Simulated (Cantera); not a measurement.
Feed: 1 mol Si2H6, 0.066 mol HCl, 10 mol N2, held at 1550 °C and 0.00380 bar.

These are equilibrium values from Cantera (NASA tables, ideal gas, pure condensed phases), not measurements of a reactor. Candidate condensed phases: NH4Cl, Si, Si3N4; 28 gas species. The feed counts by its element totals alone. The tables' values for SiCl, SiN are old estimates; treat these amounts as uncertain. Rates play no part.

**Question.** What is the equilibrium state?

**Answer.** 
| Quantity | Value |
|---|---|
| x(N2) | 0.763 |
| x(H2) | 0.228 |
| x(HCl) | 0.00442 |
| x(H) | 0.00335 |
| x(Si) | 0.00116 |
| x(SiCl2) | 0.000257 |
| x(SiCl) | 5.03e-5 |
| x(Cl) | 4.97e-5 |
| x(Si2N) | 4.07e-5 |
| n(Si(l)) | 1.98 mol |
| gas amount | 13.10 mol |
